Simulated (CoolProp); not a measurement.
Computed with CoolProp (reference Helmholtz-energy equation of state, de Reuck 1990).

### Question
For fluorine, give the phase and the cp (kJ/(kg K)), fugacity coefficient at 154.9 K and 1.46 MPa.

### Answer
- 154.9 K and 1.46 MPa: gas; cp 0.892, fugacity coefficient 0.927
